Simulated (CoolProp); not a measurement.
Vapour-liquid equilibrium of carbon dioxide (1) + R134a (2) at 272.2 K; x and y are mole fractions of (1).

Values from CoolProp's multi-fluid Helmholtz-energy mixture model, Span 1996 and Tillner-Roth 1994; pair parameters Bell 2016.

```
x      bubble pressure, mixture model (MPa)  bubble pressure, Raoult's law (MPa)  y, mixture model  y, Raoult's law
-----  ------------------------------------  -----------------------------------  ----------------  ---------------
0.05                                 0.3943                               0.4386             0.297            0.387
0.125                                0.5808                               0.6723             0.542            0.632
0.2                                  0.7852                               0.9059             0.678            0.750
0.275                                 1.002                                1.140             0.761            0.820
0.35                                  1.226                                1.373             0.817            0.866
0.425                                 1.454                                1.607             0.856            0.899
0.5                                   1.685                                1.841             0.885            0.923
0.575                                 1.917                                2.074             0.909            0.942
0.65                                  2.151                                2.308             0.928            0.957
0.725                                 2.392                                2.542             0.945            0.969
0.8                                   2.641                                2.775             0.960            0.980
0.875                                 2.906                                3.009             0.975            0.988
0.95                                  3.192                                3.243             0.990            0.996
```

The largest gap from Raoult's law is -13.6 % in bubble pressure, at x = 0.125. No azeotrope shows between x = 0.05 and 0.95.

Pair parameters are fitted to limited data, so mixtures are less certain than the pure fluids.
